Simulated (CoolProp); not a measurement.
CF4 (R14) at 293.15 K and 8.73 MPa is throttled through a valve to 3.13 MPa with no heat exchange. Each further row changes one setting.

Computed with CoolProp (reference Helmholtz-energy equation of state, Platzer 1990). This equation is an older, rougher fit; its heat capacities, sound speeds and derivatives of the liquid may be far off and weren't checked against measurements.

```json
[
 {"case": "as stated", "temperature change (K)": "-33.4", "final phase": "gas", "final density (kg/m³)": "[?]"},
 {"case": "outlet pressure 0.939 MPa", "temperature change (K)": "[?]", "final phase": "gas", "final density (kg/m³)": "[?]"},
 {"case": "outlet pressure 4.07 MPa", "temperature change (K)": "-26.1", "final phase": "[?]", "final density (kg/m³)": "212"}
]
```

Fill in the missing entries.


- as stated, final density (kg/m³): 160
- outlet pressure 0.939 MPa, temperature change (K): -52.9
- outlet pressure 0.939 MPa, final density (kg/m³): 44.7
- outlet pressure 4.07 MPa, final phase: supercritical
